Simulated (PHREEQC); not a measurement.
# Ultrapure water in contact with air or piping (model solution)

A made-up water analysis in mg/L, 25 °C, pH 5.61, pe 0: Na 0.194; K 0.0448; Ca 0.288; Mg 0.269; Cl 0.604; S(6) as SO4 0.484; Alkalinity as HCO3 1.08; N(-3) as NH4 0.00138; Ba 0.0052.

Valence states are taken as typed.

Equilibrium calculation in PHREEQC: ion-association model, phreeqc.dat.

This is a speciation only: nothing precipitates in the calculation.

Question: Predict the charge-balance error.

Answer: charge-balance error 1.5 %.

Question: In which forms is C present?

Answer: CO2 85 %, HCO3- 15 % of the C.

Species that the database lacks are ignored.
